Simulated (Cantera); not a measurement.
What does this Cantera script print?

```python
import numpy as np
import cantera as ct

surf = ct.Interface("ptcombust.yaml", "Pt_surf")
gas = surf.adjacent["gas"]
gas.TPX = 300, 19000, {'H2': 0.011, 'O2': 0.12, 'N2': 0.79}
jet = ct.ImpingingJet(gas=gas, width=0.071, surface=surf)
jet.inlet.mdot, jet.inlet.T, jet.inlet.X = 0.11, 300, {'H2': 0.011, 'O2': 0.12, 'N2': 0.79}
jet.set_refine_criteria(ratio=10, slope=0.2, curve=0.3)
show, cover = ['H2', 'O2', 'H2O', 'OH'], ["PT(S)", "H(S)", "O(S)", "OH(S)", "CO(S)", "C(S)"]

rows = []
print(f"{'Ts/K':>7s}" + "".join(f"{s:>11s}" for s in show + cover) + "   (gas at the wall, coverages)")
for i, Ts in enumerate([700, 750, 800, 850, 900]):
    jet.surface.T = Ts
    if i == 0:
        surf.TP = Ts, 19000
        surf.coverages = "PT(S):0.5, O(S):0.5"
        surf.advance_coverages(1.0)
        jet.set_initial_guess(products="inlet")
    jet.solve(loglevel=0, auto=(i == 0))
    rows.append([*(jet.X[gas.species_index(s), -1] for s in show), *surf[cover].coverages])
    print(f"{Ts:7g}" + "".join(f"{x:11.3e}" for x in rows[-1]))
```

It prints:

```
   Ts/K         H2         O2        H2O         OH      PT(S)       H(S)       O(S)      OH(S)      CO(S)       C(S)   (gas at the wall, coverages)
    700  1.331e-03  1.188e-01  2.066e-02  9.535e-11  2.746e-02  1.201e-09  9.705e-01  2.023e-03  1.293e-31  1.498e-39
    750  9.506e-04  1.184e-01  2.128e-02  5.527e-10  4.139e-02  3.181e-09  9.568e-01  1.810e-03  3.382e-20  7.793e-29
    800  6.037e-04  1.181e-01  2.185e-02  2.371e-09  6.922e-02  1.016e-08  9.290e-01  1.755e-03  5.475e-21  1.463e-27
    850  4.036e-04  1.179e-01  2.213e-02  8.211e-09  1.101e-01  2.974e-08  8.882e-01  1.691e-03  5.718e-20  3.787e-28
    900  2.872e-04  1.178e-01  2.225e-02  2.493e-08  1.609e-01  7.458e-08  8.375e-01  1.587e-03  1.424e-18  3.485e-25
```

Cantera simulation using Deutschmann's 1995 Pt surface mechanism with GRI-Mech 3.0 gas chemistry; the numbers are that mechanism's predictions, not measurements. Catalytic surfaces can have several steady states; this one follows from the mechanism file's or the stated starting coverage.
